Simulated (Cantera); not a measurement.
An isothermal, constant-pressure homogeneous reactor starts with H2 : O2 : N2 = 0.0053 : 1 : 0.3 (molar parts), equivalence ratio 0.0027, at 1298 K and 10.00 Torr.

Model: GRI-Mech 3.0 (53 species, 325 reactions), integrated in Cantera. Radical loss at walls, strong at low pressure, is not modelled.

One state of this run: x H2 = 8.07e-6; x O2 = 0.763; x NO = 2.64e-9; x O = 0.00323; x HO2 = 2.47e-7; x H = 6.54e-5. x: mole fraction; the columns are a selection and need not sum to one.

Which value of t (s) does it belong to?
A. 0.100
B. 1.00e-5
C. 0.000215
D. 10.0

A, 0.100
